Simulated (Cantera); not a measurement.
Charge: 1 mol SiH4, 0.31 mol N2, at 1998 K and 280 Pa.

Cantera equilibrium calculation (NASA polynomials, part measured and part estimated; ideal gas, pure solids and liquids). Candidate condensed phases: Si, Si3N4; 18 gas species. The tables' values for SiN are old estimates; treat these amounts as uncertain. Gases not in the tables: Si2H6 and higher silanes. Equilibrium is a limit: real reactors are often held back by kinetics, nucleation or transport.

Base state: H2 0.826, N2 0.130, H 0.0276, Si 0.0152, SiH 0.000498, Si2 0.000157, Si2N 9.98e-5, SiH2 8.67e-5 (mole fractions); condensed: Si(l).

Q: What changes in the equilibrium state with this change: 0.019 mol CO2 added?

A: 
```csv
species,before,after
H2,0.826,0.812
N2,0.130,0.128
H,0.0276,0.0273
SiO,0,0.0119
CO,0,0.00380
Si,0.0152,0.0152
Si2C,0,0.000413
HCN,0,0.000257
HNC,0,1.45e-5
SiH2,8.67e-5,8.53e-5
"Si(l), mol",0.961,0.921
"SiC(s), mol",0,0.00812
```
Mutual solubility and eutectic melting of coexisting phases are not modelled. Further candidate phases: C, C6H6, C7H8, C8H18, H2O, SiC, SiO2, Si2N2O.
